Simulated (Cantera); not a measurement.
Feed: 1 mol FeS, 0.18 mol O2, 0.89 mol CO2, equilibrated at 13.3 mbar.

Method: chemical equilibrium by Gibbs-energy minimisation in Cantera with the NASA 1993 tables (ideal gas, pure condensed phases). Candidate condensed phases: C, Fe, Fe(CO)5, FeO, FeS, FeSO4, FeS2, Fe2O3, Fe2(SO4)3, Fe3O4, S; 25 gas species. Metal and sulfide melt together well below either melting point, which pure phases cannot show. Mutual solubility and eutectic melting of coexisting phases are not modelled. The tables' stoichiometric FeO is somewhat more stable than real wüstite, so its field is too wide. FeO, FeS: taken at fixed stoichiometry. Gases not in the tables: S3 to S7. Rates play no part.

Q: Which condensed phases are stable at each of these points (T (K)): 1050, 1100, 1150, 1200, 1250, 1300, 1350, 1400, 1450, 1500, 1550?

A: 
| T (K) | condensed phases | Fe condensed (%) |
|---|---|---|
| 1050 | FeS(s) + Fe3O4(s) | 100.0 |
| 1100 | FeS(s) + Fe3O4(s) | 100.0 |
| 1150 | FeS(s) + Fe3O4(s) | 100.0 |
| 1200 | FeO(s) + FeS(s) + Fe3O4(s) | 100.0 |
| 1250 | FeO(s) + FeS(s) | 100.0 |
| 1300 | FeO(s) + FeS(s) | 100.0 |
| 1350 | FeO(s) + FeS(s) | 100.0 |
| 1400 | FeO(s) + FeS(s) | 100.0 |
| 1450 | FeO(s) + FeS(s) | 100.0 |
| 1500 | FeO(s) + FeS(l) | 100.0 |
| 1550 | FeO(s) + FeS(l) | 100.0 |

From 1050 K to 1150 K the condensed part is FeS(s) + Fe3O4(s). At 1200 K the condensed part is FeO(s) + FeS(s) + Fe3O4(s). From 1250 K to 1450 K the condensed part is FeO(s) + FeS(s). From 1500 K to 1550 K the condensed part is FeO(s) + FeS(l).
